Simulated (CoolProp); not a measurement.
Vapour pressure (MPa) of sulfur hexafluoride: the reference equation beside estimates from Tc = 318.7 K, pc = 3.755 MPa, ω = 0.210. Clausius-Clapeyron is anchored at 250.6 K with a constant enthalpy of vaporisation of 14.30 kJ/mol.

Model: reference Helmholtz-energy equation of state, Guder 2009, in CoolProp.

```
T (K)  reference  Lee-Kesler  Clausius-Clapeyron  van der Waals  Redlich-Kwong  Peng-Robinson
-----  ---------  ----------  ------------------  -------------  -------------  -------------
245.6     0.5361      0.5456              0.5517          1.208         0.7031         0.5411
250.6     0.6344      0.6448              0.6344          1.328         0.8154         0.6399
255.7     0.7479      0.7591              0.7275          1.458         0.9422         0.7540
260.8     0.8757      0.8876              0.8297          1.597          1.082         0.8827
265.8      1.016       1.028              0.9393          1.740          1.232          1.024
270.9      1.176       1.188               1.061          1.894          1.399          1.185
275.9      1.349       1.361               1.190          2.053          1.578          1.360
281        1.546       1.557               1.333          2.223          1.774          1.558
```

Absolute difference from the reference over all 8 rows, mean and median: Lee-Kesler 1.3 and 1.3 %, Clausius-Clapeyron 6.7 and 6.4 %, van der Waals 80.0 and 76.8 %, Redlich-Kwong 22.6 and 22.4 %, Peng-Robinson 0.8 and 0.8 %.
